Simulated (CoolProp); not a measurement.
Vapour-liquid equilibrium of CF4 (R14) (1) + R13 (2) at 206 K; x and y are mole fractions of (1).

Values from CoolProp's multi-fluid Helmholtz-energy mixture model, Platzer 1990 and Platzer 1990; pair parameters Bell 2016. This equation is an older, rougher fit; its heat capacities, sound speeds and derivatives of the liquid may be far off and weren't checked against measurements.

| x | bubble pressure, mixture model (MPa) | bubble pressure, Raoult's law (MPa) | y, mixture model | y, Raoult's law |
|---|---|---|---|---|
| 0.05 | 0.3050 | 0.2902 | 0.341 | 0.330 |
| 0.125 | 0.4477 | 0.4183 | 0.567 | 0.572 |
| 0.2 | 0.5820 | 0.5464 | 0.680 | 0.700 |
| 0.275 | 0.7090 | 0.6746 | 0.749 | 0.780 |
| 0.35 | 0.8302 | 0.8027 | 0.797 | 0.834 |
| 0.425 | 0.9471 | 0.9308 | 0.832 | 0.874 |
| 0.5 | 1.061 | 1.059 | 0.861 | 0.903 |
| 0.575 | 1.175 | 1.187 | 0.885 | 0.927 |
| 0.65 | 1.289 | 1.315 | 0.907 | 0.946 |
| 0.725 | 1.407 | 1.443 | 0.926 | 0.961 |
| 0.8 | 1.530 | 1.572 | 0.946 | 0.974 |
| 0.875 | 1.662 | 1.700 | 0.965 | 0.985 |
| 0.95 | 1.807 | 1.828 | 0.985 | 0.994 |

The largest gap from Raoult's law is +7.0 % in bubble pressure, at x = 0.125. No azeotrope shows between x = 0.05 and 0.95.

Pair parameters are fitted to limited data, so mixtures are less certain than the pure fluids. The gap from Raoult's law changes sign with composition, which may be real or a fault of the pair parameters; it wasn't checked against measurements.
